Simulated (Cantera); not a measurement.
Thermodynamics of aluminium and copper etching, feed Al + HCl + N2

Charge: 1 mol Al, 4.9 mol HCl, 0.37 mol N2, held at 1052 °C.

Method: chemical equilibrium by Gibbs-energy minimisation in Cantera with the NASA 1993 tables (ideal gas, pure condensed phases). Candidate condensed phases: Al, AlCl3, AlN, NH4Cl; 20 gas species. The tables' values for AlCl2 are old estimates; treat these amounts as uncertain. Rates play no part.

From 1.00 Pa to 100000 Pa nothing is condensed. The main Al-bearing gas is AlCl3 throughout.

```
P (Pa)  x HCl   x H2  x AlCl3    x N2    x AlCl   x AlCl2
------  -----  -----  -------  ------  --------  --------
1       0.447  0.274    0.165  0.0752    0.0232    0.0152
5.20    0.416  0.300    0.192  0.0767   0.00659   0.00877
27      0.404  0.310    0.203  0.0773   0.00147   0.00426
140     0.400  0.313    0.207  0.0775  0.000297   0.00193
720     0.399  0.314    0.209  0.0775   5.87e-5  0.000863
3700    0.399  0.314    0.209  0.0776   1.15e-5  0.000382
19000   0.398  0.314    0.209  0.0776   2.24e-6  0.000169
100000  0.398  0.314    0.209  0.0776   4.26e-7   7.37e-5
```
x: gas mole fraction; nothing condenses.
